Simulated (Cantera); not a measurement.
Charge: 1 mol n-butane, 0.0078 mol O2, 0.23 mol N2, equilibrated at 3023 K and 1.00 Torr.

Method: chemical equilibrium by Gibbs-energy minimisation in Cantera with the NASA 1993 tables (ideal gas, pure condensed phases). Candidate condensed phases: C, C6H6, C7H8, C8H18, H2O; 136 gas species. The numbers say what is thermodynamically allowed, not how fast it happens.

Base state: H 0.804, C3 0.0877, C 0.0314, H2 0.0300, N2 0.0143, C2 0.0135, CN 0.00809, C2H 0.00420 (mole fractions); condensed: gas only.

Q: What changes in the equilibrium state with this change: N2 from 0.23 to 0.87 mol?

A: 
```tsv
species	before	after
H	0.804	0.761
C3	0.0877	0.0794
N2	0.0143	0.0605
CN	0.00809	0.0161
H2	0.0300	0.0269
C2	0.0135	0.0126
C	0.0314	0.0304
C2N2	6.55e-6	2.60e-5
N	5.28e-5	0.000109
```
